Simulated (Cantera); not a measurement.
An adiabatic, constant-volume homogeneous reactor starts with CH4 : CO : O2 : N2 = 1 : 0.095 : 1.36 : 5.13 (molar parts), at 1400 K and 57000 Pa. Integrator tolerance rtol = 1e-08.

Detailed kinetics in Cantera: GRI-Mech 3.0 (53 species, 325 reactions).

### Question
What does this change do: CH4 1 to 0.46 parts?

### Answer
| quantity | before | after |
|---|---|---|
| time of steepest temperature rise | 6.23 ms | 4.34 ms |
| temperature at 3.00 s | 2834 K | 2698 K |
| equilibrium temperature | 2834 K | 2698 K |
| x(CH4) at 3.00 s | <1e-12 (gas-phase equilibrium <1e-12) | <1e-12 (gas-phase equilibrium <1e-12) |
| x(CO) at 3.00 s | 0.0996 (gas-phase equilibrium 0.0996) | 0.0220 (gas-phase equilibrium 0.0220) |
| x(O2) at 3.00 s | 0.00223 (gas-phase equilibrium 0.00223) | 0.0537 (gas-phase equilibrium 0.0537) |
| x(H2O) at 3.00 s | 0.150 (gas-phase equilibrium 0.150) | 0.110 (gas-phase equilibrium 0.110) |
| x(CH2) at 3.00 s | 1.09e-12 (gas-phase equilibrium 1.14e-12) | <1e-12 (gas-phase equilibrium <1e-12) |
| x(HCN) at 3.00 s | 2.54e-8 (gas-phase equilibrium 2.54e-8) | 2.05e-10 (gas-phase equilibrium 2.05e-10) |

### Question
What does this change do: O2 1.36 to 0.62 parts?

### Answer
| quantity | before | after |
|---|---|---|
| time of steepest temperature rise | 6.23 ms | 19.1 ms |
| temperature at 3.00 s | 2834 K | 1856 K |
| equilibrium temperature | 2834 K | 1856 K |
| x(CH4) at 3.00 s | <1e-12 (gas-phase equilibrium <1e-12) | 2.33e-5 (gas-phase equilibrium 5.94e-9) |
| x(CO) at 3.00 s | 0.0996 (gas-phase equilibrium 0.0996) | 0.129 (gas-phase equilibrium 0.129) |
| x(O2) at 3.00 s | 0.00223 (gas-phase equilibrium 0.00223) | 1.22e-10 (gas-phase equilibrium 1.21e-10) |
| x(H2O) at 3.00 s | 0.150 (gas-phase equilibrium 0.150) | 0.0255 (gas-phase equilibrium 0.0254) |
| x(CH2) at 3.00 s | 1.09e-12 (gas-phase equilibrium 1.14e-12) | 8.94e-10 (gas-phase equilibrium <1e-12) |
| x(HCN) at 3.00 s | 2.54e-8 (gas-phase equilibrium 2.54e-8) | 1.76e-5 (gas-phase equilibrium 8.39e-7) |
